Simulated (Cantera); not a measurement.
Cantera run:

```python
import numpy as np
import cantera as ct

gas_names = """
    CL CLO CL2 Fe FeCL FeCL2 FeCL3 FeO Fe(OH)2 Fe2CL4 Fe2CL6 H HCL HOCL HO2 H2 H2O H2O2 O OH O2 O3
""".split()
cond_names = """
    Fe(a) Fe(c) Fe(d) Fe(L) FeCL2(s) FeCL2(L) FeCL3(s) FeCL3(L) FeO(s) FeO(L) Fe(OH)2(s) Fe(OH)3(s)
    Fe2O3(s) Fe3O4(s) H2O(s) H2O(L)
""".split()


def load(file, names, dense=False):
    # The tables refer to 1 bar. Condensed volumes are neglected.
    table = {s.name: s for s in ct.Species.list_from_file(file)}
    out = []
    for n in names:
        d = dict(table[n].input_data)
        d["thermo"] = dict(d["thermo"], **{"reference-pressure": 1e5})
        if dense:
            d["equation-of-state"] = {"model": "constant-volume", "density": "1e6 g/cm^3"}
        out.append(ct.Species.from_dict(d))
    return out


gas = ct.Solution(thermo="ideal-gas", species=load("nasa_gas.yaml", gas_names))
cond = {s.name: ct.Solution(thermo="fixed-stoichiometry", species=[s], name=s.name)
        for s in load("nasa_condensed.yaml", cond_names, dense=True)}
atoms = {
    'Fe2O3': {'Fe': 2, 'O': 3},
    'HCl': {'H': 1, 'CL': 1},
}
top_T = {'Fe2O3(s)': 1830, 'Fe3O4(s)': 1870}  # K; cautious upper limits of use, not melting points


def equilibrate(T, P, feed):
    n = {}
    for name, mol in feed.items():
        for a, k in atoms[name].items():
            n[a] = n.get(a, 0.0) + k * mol
    gas.TPX = T, P, n
    mass = sum(n.values()) * gas.mean_molecular_weight
    gas.equilibrate("TP")
    valid = [c for c in cond.values() if c.min_temp <= T <= top_T.get(c.name, c.max_temp)]
    mix = ct.Mixture([(gas, mass / gas.mean_molecular_weight)] + [(c, 0.0) for c in valid])
    mix.T, mix.P = T, P
    mix.equilibrate("TP", solver="vcs", rtol=1e-11, max_steps=5000)
    return mix


results = []
feed = {'Fe2O3': 1, 'HCl': 1.2}  # mol
T = 1498  # K
for P in [1, 6.8, 46, 320, 2200, 15000, 100000]:
    mix = equilibrate(T, P, feed)
    results.append((T, P, feed, dict(zip(mix.species_names, mix.species_moles))))
    x = sorted(zip(gas.X, gas.species_names), reverse=True)
    print(f"T = {T:g} K  P = {P:g} Pa  gas = {mix.phase_moles(0):.4g} mol")
    print("   x: " + "  ".join(f"{s} {v:.3e}" for v, s in x if v > 1e-06))
    print("   condensed (mol): " + ("  ".join(f"{mix.phase(i).name} {mix.phase_moles(i):.4g}"
          for i in range(1, mix.n_phases) if mix.phase_moles(i) > 1e-12) or "none"))
```

Result:

```
T = 1498 K  P = 1 Pa  gas = 1.44 mol
   x: HCL 4.438e-01  H2O 1.936e-01  FeCL2 1.417e-01  O2 1.124e-01  CL 1.061e-01  OH 1.627e-03  O 4.183e-04  H2 3.362e-04  H 9.965e-05  CL2 3.385e-05  FeO 1.058e-05  FeCL3 8.911e-06  Fe 4.650e-06  CLO 2.772e-06  Fe(OH)2 1.316e-06
   condensed (mol): Fe3O4(s) 0.5986
T = 1498 K  P = 6.8 Pa  gas = 1.427 mol
   x: HCL 4.893e-01  H2O 1.751e-01  FeCL2 1.369e-01  O2 1.199e-01  CL 7.737e-02  OH 9.739e-04  O 1.657e-04  CL2 1.225e-04  H2 1.129e-04  FeCL3 4.270e-05  H 2.215e-05  CLO 5.446e-06  FeO 1.118e-06
   condensed (mol): Fe3O4(s) 0.6015
T = 1498 K  P = 46 Pa  gas = 1.417 mol
   x: HCL 5.312e-01  H2O 1.576e-01  FeCL2 1.294e-01  O2 1.250e-01  CL 5.548e-02  OH 5.788e-04  CL2 4.261e-04  FeCL3 1.959e-04  O 6.504e-05  H2 3.828e-05  CLO 1.037e-05  H 4.957e-06  HOCL 1.272e-06
   condensed (mol): Fe3O4(s) 0.6054
T = 1498 K  P = 320 Pa  gas = 1.407 mol
   x: HCL 5.696e-01  H2O 1.415e-01  O2 1.278e-01  FeCL2 1.195e-01  CL 3.886e-02  CL2 1.455e-03  FeCL3 8.813e-04  OH 3.396e-04  O 2.493e-05  CLO 1.937e-05  H2 1.289e-05  HOCL 3.639e-06  Fe2CL4 1.828e-06  H 1.091e-06
   condensed (mol): Fe3O4(s) 0.6102
T = 1498 K  P = 2200 Pa  gas = 1.394 mol
   x: HCL 6.019e-01  H2O 1.293e-01  O2 1.278e-01  FeCL2 1.059e-01  CL 2.654e-02  CL2 4.664e-03  FeCL3 3.667e-03  OH 2.005e-04  CLO 3.469e-05  HOCL 1.008e-05  Fe2CL4 9.873e-06  O 9.512e-06  H2 4.490e-06
   condensed (mol): Fe3O4(s) 0.6157
T = 1498 K  P = 15000 Pa  gas = 1.242 mol
   x: HCL 6.800e-01  H2O 1.431e-01  FeCL2 1.108e-01  O2 3.366e-02  CL 1.263e-02  FeCL3 1.245e-02  CL2 7.207e-03  OH 9.350e-05  Fe2CL4 7.366e-05  CLO 2.213e-05  HOCL 1.526e-05  H2 3.708e-06  O 1.869e-06
   condensed (mol): Fe2O3(s) 0.8285  Fe3O4(s) 0.06329
T = 1498 K  P = 100000 Pa  gas = 1.201 mol
   x: HCL 6.984e-01  H2O 1.504e-01  FeCL2 8.611e-02  FeCL3 3.231e-02  O2 1.403e-02  CL2 1.205e-02  CL 6.328e-03  Fe2CL4 2.967e-04  OH 4.793e-05  HOCL 2.613e-05  CLO 1.848e-05  Fe2CL6 1.028e-05  H2 2.339e-06
   condensed (mol): Fe2O3(s) 0.9285
```

Equilibrium computed with Cantera from the NASA thermochemical tables; the gas is ideal and each condensed phase is pure. Mutual solubility and eutectic melting of coexisting phases are not modelled.
